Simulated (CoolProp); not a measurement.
R365MFC along the isotherm 483.7 K: Z from the reference equation and from simpler models built on Tc = 460.0 K, pc = 3.266 MPa, ω = 0.377; each cubic takes its own stable root.

The numbers come from the reference Helmholtz-energy equation of state, Lemmon 2016 in CoolProp.

| p (MPa) | phase | reference | Redlich-Kwong | Soave-Redlich-Kwong |
|---|---|---|---|---|
| 1.48 | gas | 0.8497 | 0.8541 | 0.8605 |
| 2.97 | gas | 0.6702 | 0.6627 | 0.6843 |
| 4.45 | supercritical | 0.4139 | 0.3708 | 0.4374 |
| 5.94 | supercritical | 0.3272 | 0.3648 | 0.3901 |
| 7.42 | supercritical | 0.3675 | 0.4082 | 0.4264 |
| 8.91 | supercritical | 0.4164 | 0.4578 | 0.4732 |
| 10.4 | supercritical | 0.4669 | 0.5085 | 0.5225 |
| 11.9 | supercritical | 0.5181 | 0.5596 | 0.5727 |
| 13.4 | supercritical | 0.5690 | 0.6103 | 0.6229 |
| 14.8 | supercritical | 0.6163 | 0.6573 | 0.6694 |
| 16.3 | supercritical | 0.6665 | 0.7071 | 0.7189 |
